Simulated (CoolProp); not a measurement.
Saturation properties of neopentane (Tc = 433.7 K, pc = 31.96 bar, ω = 0.196).

Values from CoolProp's reference Helmholtz-energy equation of state, Lemmon 2006. It is a short technical equation, of lower accuracy than the large ones.

```json
[
 {"T (K)": "290.9", "p (bar)": "1.351", "liquid density (kg/m³)": "592.3", "liquid cp (kJ/(kg K))": "2.267"},
 {"T (K)": "299.7", "p (bar)": "1.801", "liquid density (kg/m³)": "582.7", "liquid cp (kJ/(kg K))": "2.319"},
 {"T (K)": "308.4", "p (bar)": "2.350", "liquid density (kg/m³)": "572.8", "liquid cp (kJ/(kg K))": "2.372"},
 {"T (K)": "317.2", "p (bar)": "3.025", "liquid density (kg/m³)": "562.5", "liquid cp (kJ/(kg K))": "2.429"},
 {"T (K)": "326", "p (bar)": "3.837", "liquid density (kg/m³)": "551.8", "liquid cp (kJ/(kg K))": "2.488"},
 {"T (K)": "334.7", "p (bar)": "4.788", "liquid density (kg/m³)": "540.8", "liquid cp (kJ/(kg K))": "2.550"},
 {"T (K)": "343.5", "p (bar)": "5.917", "liquid density (kg/m³)": "529.1", "liquid cp (kJ/(kg K))": "2.617"},
 {"T (K)": "352.3", "p (bar)": "7.231", "liquid density (kg/m³)": "516.8", "liquid cp (kJ/(kg K))": "2.690"},
 {"T (K)": "361", "p (bar)": "8.729", "liquid density (kg/m³)": "504.0", "liquid cp (kJ/(kg K))": "2.769"},
 {"T (K)": "369.8", "p (bar)": "10.46", "liquid density (kg/m³)": "490.0", "liquid cp (kJ/(kg K))": "2.860"}
]
```

It boils at 282.7 K under 1 atm.
